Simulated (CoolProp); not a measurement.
Model: reference Helmholtz-energy equation of state, Younglove 1994, in CoolProp. It is a modified Benedict-Webb-Rubin equation, recast in Helmholtz form.

For R123, give the phase and the density (kg/m³), isothermal compressibility (1/MPa) at 459.2 K and 7.09 bar.


- 459.2 K and 7.09 bar: gas; density 30.5, isothermal compressibility 1.52
